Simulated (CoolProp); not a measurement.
Vapour-liquid equilibrium of acetone (1) + n-dodecane (2) at 359.5 K; x and y are mole fractions of (1).

Model: multi-fluid Helmholtz-energy mixture model, Lemmon 2006 and Lemmon 2004; pair parameters Bell 2016, in CoolProp.

### Question
Give the bubble pressure and the first vapour's composition at x = 0.05, 0.8, 0.95. Is there an azeotrope?

### Answer
x = 0.05: 0.01801 MPa, y = 0.945; x = 0.8: 0.2165 MPa, y = 0.997; x = 0.95: 0.2451 MPa, y = 0.999. No azeotrope shows between x = 0.05 and 0.95.

The pair parameters rest on a limited set of measurements; away from them the model extrapolates. With so large a gap from Raoult's law the liquid may split in two, which this calculation doesn't test in full.
